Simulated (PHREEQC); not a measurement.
Make-up at 20 °C: 0.055 mol/kgw HF and 0.00036 mol/kgw (NH4)2SiF6. Closed to the air; pH follows from the charge balance.

Computed with PHREEQC (ion-association model, phreeqc.dat).

### Question
The ionic strength comes out as 0.00802 mol/kgw. What activity coefficients do H+, F-, SiF6-2, NH4+, HF2- get?

### Answer
H+ 0.92, F- 0.91, SiF6-2 0.70, NH4+ 0.91, HF2- 0.91.

This is a speciation only: nothing precipitates in the calculation. SiF6-2 is the database's only silicon fluoride.
